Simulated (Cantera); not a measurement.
Charge: 1 mol SiO2, 18 mol HF, 0.28 mol O2, at 9.75 Torr.

Equilibrium computed with Cantera from the NASA thermochemical tables; the gas is ideal and each condensed phase is pure. Candidate condensed phases: H2O, Si, SiO2; 38 gas species. The numbers say what is thermodynamically allowed, not how fast it happens.

Problem. At 1027 °C, list the 5 most abundant gas species with their mole fractions, and the condensed phases.

Solution. HF 0.810, H2O 0.116, SiF4 0.0579, O2 0.0162, OH 1.76e-5. Condensed: gas only.
